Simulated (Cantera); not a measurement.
Feed: 1 mol Si2Cl6, 0.19 mol NH3, 57 mol H2, at 2075 K and 0.100 bar.

Equilibrium computed with Cantera from the NASA thermochemical tables; the gas is ideal and each condensed phase is pure. Candidate condensed phases: NH4Cl, Si, Si3N4; 28 gas species. The feed counts by its element totals alone. The tables' values for SiCl, SiCl3 are old estimates; treat these amounts as uncertain. Gases not in the tables: Si2H6 and higher silanes. The numbers say what is thermodynamically allowed, not how fast it happens.

Base state: H2 0.903, HCl 0.0722, SiCl2 0.0127, H 0.00800, N2 0.00156, Si 0.00102, SiCl 0.000514, Cl 0.000473 (mole fractions); condensed: Si(l).

What changes in the equilibrium state with this change: H2 from 57 to 28 mol?


```csv
species,before,after
H2,0.903,0.834
HCl,0.0722,0.116
SiCl2,0.0127,0.0357
SiCl3,5.44e-5,0.000256
N2,0.00156,0.00301
Cl,0.000473,0.000792
SiCl,0.000514,0.000861
"Si(l), mol",1.11,0.795
```
